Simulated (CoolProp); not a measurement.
Vapour pressure (MPa) of R236FA: the reference equation beside estimates from Tc = 124.9 °C, pc = 3.191 MPa, ω = 0.377. Clausius-Clapeyron is anchored at -22.65 °C with a constant enthalpy of vaporisation of 25.80 kJ/mol.

The numbers come from the reference Helmholtz-energy equation of state, Pan 2012 in CoolProp.

```
T (°C)  reference  Lee-Kesler  Clausius-Clapeyron  Peng-Robinson
------  ---------  ----------  ------------------  -------------
-61.95   0.003248    0.003162            0.003821       0.003472
-48.85   0.008339    0.008112            0.009014       0.008660
-35.75    0.01884     0.01840             0.01934        0.01919
-22.65    0.03832     0.03768             0.03832        0.03859
-9.55     0.07154     0.07085             0.07093        0.07155
3.55       0.1244      0.1239              0.1239         0.1240
16.65      0.2038      0.2041              0.2056         0.2029
29.85      0.3188      0.3201              0.3279         0.3176
42.95      0.4765      0.4791              0.5013         0.4754
56.05      0.6874      0.6910              0.7409         0.6874
69.15      0.9623      0.9665               1.063         0.9649
```

Absolute difference from the reference over all 11 rows, mean and median: Lee-Kesler 1.2 and 0.5 %, Clausius-Clapeyron 5.2 and 2.9 %, Peng-Robinson 1.4 and 0.4 %.
